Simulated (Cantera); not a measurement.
Feed: 1 mol SiH₂Cl₂, 0.02 mol C₂H₂, 370 mol H₂, at 63.0 mbar.

Cantera equilibrium calculation (NASA polynomials, part measured and part estimated; ideal gas, pure solids and liquids). Candidate condensed phases: C, C₆H₆, C₇H₈, C₈H₁₈, Si, SiC; 109 gas species. Mutual solubility and eutectic melting of coexisting phases are not modelled. Gases not in the tables: Si₂H₆ and higher silanes. The numbers say what is thermodynamically allowed, not how fast it happens.

### Question
Which condensed phases are stable at each of these points (T (K)): 1425, 1475, 1525, 1575, 1625, 1675, 1725, 1775, 1825, 1875, 1925, 1975, 2025?

### Answer
| T (K) | condensed phases | Si condensed (%) |
|---|---|---|
| 1425 | Si(s) + SiC(s) | 96.9 |
| 1475 | Si(s) + SiC(s) | 96.7 |
| 1525 | Si(s) + SiC(s) | 96.6 |
| 1575 | Si(s) + SiC(s) | 96.4 |
| 1625 | Si(s) + SiC(s) | 96.0 |
| 1675 | Si(s) + SiC(s) | 95.5 |
| 1725 | Si(l) + SiC(s) | 94.9 |
| 1775 | Si(l) + SiC(s) | 93.9 |
| 1825 | Si(l) + SiC(s) | 91.9 |
| 1875 | Si(l) + SiC(s) | 88.1 |
| 1925 | Si(l) + SiC(s) | 81.2 |
| 1975 | Si(l) + SiC(s) | 69.2 |
| 2025 | Si(l) + SiC(s) | 48.8 |

From 1425 K to 1675 K the condensed part is Si(s) + SiC(s). From 1725 K to 2025 K the condensed part is Si(l) + SiC(s).
